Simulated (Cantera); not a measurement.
A Cantera script and what it prints.

```python
import numpy as np
import cantera as ct

gas_names = [...]  # 140 gases of nasa_gas.yaml made of C, Fe, H, N, O
cond_names = """
    C(gr) C6H6(L) C7H8(L) C8H18(L),n-octa Fe(a) Fe(c) Fe(d) Fe(L) FeC5O5(L) FeO(s) FeO(L) Fe(OH)2(s)
    Fe(OH)3(s) Fe2O3(s) Fe3O4(s) H2O(s) H2O(L)
""".split()


# ... load() reads the species with a 1 bar reference pressure and builds the phases ...
atoms = {
    'Fe3O4': {'Fe': 3, 'O': 4},
    'CH4': {'C': 1, 'H': 4},
    'N2': {'N': 2},
}
top_T = {'C(gr)': 4500, 'Fe2O3(s)': 1830, 'Fe3O4(s)': 1870}  # K; cautious upper limits of use, not melting points


# ... equilibrate(T, P, feed) seeds the gas with the atoms and calls Mixture.equilibrate('TP', solver="vcs", rtol=1e-11, max_steps=5000) ...
results = []
feed = {'Fe3O4': 1, 'CH4': 1.2, 'N2': 1.7}  # mol
T = 1625  # K
P = 100000  # Pa
mix = equilibrate(T, P, feed)
results.append((T, P, feed, dict(zip(mix.species_names, mix.species_moles))))
x = sorted(zip(gas.X, gas.species_names), reverse=True)
print(f"T = {T:g} K  P = {P:g} Pa  gas = {mix.phase_moles(0):.4g} mol")
print("   x: " + "  ".join(f"{s} {v:.3e}" for v, s in x if v > 0.0001))
print("   condensed (mol): " + ("  ".join(f"{mix.phase(i).name} {mix.phase_moles(i):.4g}"
      for i in range(1, mix.n_phases) if mix.phase_moles(i) > 1e-12) or "none"))
```

It prints:

```
T = 1625 K  P = 100000 Pa  gas = 5.3 mol
   x: N2 3.207e-01  H2 3.086e-01  CO 1.968e-01  H2O 1.442e-01  CO2 2.957e-02
   condensed (mol): Fe(c) 1.121  FeO(s) 1.879
```

Method: chemical equilibrium by Gibbs-energy minimisation in Cantera with the NASA 1993 tables (ideal gas, pure condensed phases). Mutual solubility and eutectic melting of coexisting phases are not modelled. The tables' stoichiometric FeO is somewhat more stable than real wüstite, so its field is too wide. FeO: taken at fixed stoichiometry.
